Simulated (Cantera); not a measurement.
Feed: 1 mol C2H5OH, 0.8 mol CO2, at 2750 K and 13300 Pa.

Cantera equilibrium calculation (NASA polynomials, part measured and part estimated; ideal gas, pure solids and liquids). Candidate condensed phases: C, C6H6, C7H8, C8H18, H2O; 110 gas species. Kinetics and transport are ignored.

Base state: CO 0.436, H2 0.429, H 0.123, C2H2 (acetylene) 0.0121, C2H 0.000400, C4H2 0.000141, C3 0.000127, C 2.83e-5 (mole fractions); condensed: C(graphite).

What changes in the equilibrium state with this change: pressure from 13300 Pa to 24.0 Pa?


| species | before | after |
|---|---|---|
| H | 0.123 | 0.660 |
| CO | 0.436 | 0.305 |
| H2 | 0.429 | 0.0223 |
| C2H2 (acetylene) | 0.0121 | 0.000103 |
| CH3 | 1.24e-5 | 2.53e-9 |
| C4H2 | 0.000141 | 1.97e-7 |
| C(graphite), mol | 0.0447 | 0 |

What changes in the equilibrium state with this change: pressure from 13300 Pa to 133 Pa?


| species | before | after |
|---|---|---|
| H | 0.123 | 0.569 |
| CO | 0.436 | 0.328 |
| H2 | 0.429 | 0.0922 |
| C2H2 (acetylene) | 0.0121 | 0.00148 |
| CH3 | 1.24e-5 | 9.34e-8 |
| C | 2.83e-5 | 0.00214 |
| C2 | 1.22e-5 | 0.000699 |
| C3 | 0.000127 | 0.00547 |
| C5 | 1.01e-6 | 2.50e-5 |
| C(graphite), mol | 0.0447 | 0 |

What changes in the equilibrium state with this change: temperature from 2750 K to 1098.15 K?


| species | before | after |
|---|---|---|
| H2 | 0.429 | 0.534 |
| CO | 0.436 | 0.459 |
| H2O | 3.46e-7 | 0.00300 |
| H | 0.123 | 4.96e-8 |
| C2H2 (acetylene) | 0.0121 | 6.82e-9 |
| C2H | 0.000400 | <1e-9 |
| C4H2 | 0.000141 | <1e-9 |
| C3 | 0.000127 | <1e-9 |
| C(graphite), mol | 0.0447 | 0.223 |
